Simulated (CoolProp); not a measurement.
Dodecamethylcyclohexasiloxane (D6) along the isobar 0.985 MPa: density (kg/m³) from the reference equation and from simpler models built on Tc = 372.6 °C, pc = 0.9614 MPa, ω = 0.736; each cubic takes its own stable root.

Computed with CoolProp (reference Helmholtz-energy equation of state, Colonna 2008). It is a short technical equation, of lower accuracy than the large ones.

```tsv
T (°C)	phase	reference
208.25	liquid	762.6
224.95	liquid	741.2
241.65	liquid	718.8
258.35	liquid	695.2
275.05	liquid	669.9
291.85	liquid	642.3
308.55	liquid	611.8
325.25	liquid	576.7
```

Question: How far does each simpler model (van der Waals, Redlich-Kwong, Soave-Redlich-Kwong, Peng-Robinson) lie from the reference over these 8 states: mean and median of the absolute difference, and the worst?

Answer: 
- van der Waals: mean 39.1 %, median 39.3 %, worst -40.6 % at 208.25 °C and 0.985 MPa
- Redlich-Kwong: mean 16.4 %, median 16.2 %, worst -17.6 % at 325.25 °C and 0.985 MPa
- Soave-Redlich-Kwong: mean 7.3 %, median 6.9 %, worst -8.9 % at 325.25 °C and 0.985 MPa
- Peng-Robinson: mean 4.7 %, median 5.1 %, worst +5.4 % at 241.65 °C and 0.985 MPa
